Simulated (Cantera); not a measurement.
An isothermal plug-flow reactor at 748 K and 0.860 bar (inlet), inlet velocity 3.5 m/s, active area per volume 140 1/m; feed 0.304 % H₂, 2.03 % O₂, 89.1 % N₂, 8.57 % H₂O, equivalence ratio 0.075.

Model: Deutschmann's 1995 Pt surface mechanism with GRI-Mech 3.0 gas chemistry, integrated in Cantera. Catalytic surfaces can have several steady states; this one follows from the mechanism file's or the stated starting coverage. Mass transfer to the wall is taken as infinitely fast.

One state of this run: x H₂ = 2.10e-5; x O₂ = 0.0188; x H₂O = 0.0889; θ free Pt = 0.0382; θ O* = 0.954; θ OH* = 0.00757. x: gas mole fraction; θ: surface coverage.

Which value of z (m) does it belong to?
A) 0.067
B) 0.015
C) 0.0087
D) 0.024

A, 0.067
